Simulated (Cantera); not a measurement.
What does this Cantera script print?

```python
import numpy as np
import cantera as ct

gas = ct.Solution("gri30.yaml", transport_model="mixture-averaged")
show = ['OH', 'H2O', 'CH4']

rows = []
print(f"{'T/K':>7s}{'rho':>11s}{'cp':>10s}{'mu':>11s}{'lambda':>11s}{'Pr':>7s}" + "".join(f"{'D_' + s:>11s}" for s in show))
for T in [400, 550, 700, 850, 1000, 1150]:
    gas.TPX = T, 100000, {'N2O': 0.45}
    Pr = gas.cp_mass * gas.viscosity / gas.thermal_conductivity
    D = [gas.mix_diff_coeffs_mole[gas.species_index(s)] for s in show]
    rows.append([gas.density, gas.cp_mass, gas.viscosity, gas.thermal_conductivity, Pr, *D])
    print(f"{T:7g}{gas.density:11.4e}{gas.cp_mass:10.1f}{gas.viscosity:11.4e}"
          f"{gas.thermal_conductivity:11.4e}{Pr:7.3f}" + "".join(f"{d:11.4e}" for d in D))
print("SI units: kg/m3, J/kg/K, Pa s, W/m/K, m2/s")
```

It prints:

```
    T/K        rho        cp         mu     lambda     Pr       D_OH      D_H2O      D_CH4
    400 1.3234e+00     970.3 1.9459e-05 2.5465e-02  0.741 4.1611e-05 2.9593e-05 2.9455e-05
    550 9.6246e-01    1073.4 2.5486e-05 3.6994e-02  0.739 7.2618e-05 5.4904e-05 5.2147e-05
    700 7.5622e-01    1150.2 3.0799e-05 4.7945e-02  0.739 1.0982e-04 8.6401e-05 7.9516e-05
    850 6.2277e-01    1209.9 3.5602e-05 5.8249e-02  0.739 1.5266e-04 1.2337e-04 1.1111e-04
   1000 5.2935e-01    1254.7 4.0022e-05 6.7953e-02  0.739 2.0073e-04 1.6530e-04 1.4659e-04
   1150 4.6031e-01    1285.1 4.4145e-05 7.7125e-02  0.736 2.5374e-04 2.1181e-04 1.8573e-04
SI units: kg/m3, J/kg/K, Pa s, W/m/K, m2/s
```

Cantera simulation using GRI-Mech 3.0 (53 species, 325 reactions); the numbers are that mechanism's predictions, not measurements. The composition is frozen, though it would react at the higher temperatures.
